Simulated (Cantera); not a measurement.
Mixture: CO : H2 : O2 : N2 = 1 : 0.046 : 0.475 : 1.79 (molar parts), at 14.0 bar, adiabatic and at constant volume. Ignition delay is the time to a rise of 400 K.

Computed with Cantera and GRI-Mech 3.0 (53 species, 325 reactions). The hydrogen kinetics of GRI-Mech 3.0 are dated; newer H2 mechanisms differ, most at raised pressure. The pressure lies above the range GRI-Mech 3.0 was tuned for (to about 10 atm). Below about 950 K walls govern HO2 and H2O2 in real vessels.

### Question
Predict: delay at 948 K; delay at 1098 K; delay at 1248 K; delay at 1398 K; delay at 1548 K; apparent activation energy between 1398 and 1548 K.

### Answer
- delay at 948 K = 11.4 ms
- delay at 1098 K = 0.377 ms
- delay at 1248 K = 28.9 µs
- delay at 1398 K = 7.14 µs
- delay at 1548 K = 3.78 µs
- apparent activation energy between 1398 and 1548 K = 76 kJ/mol
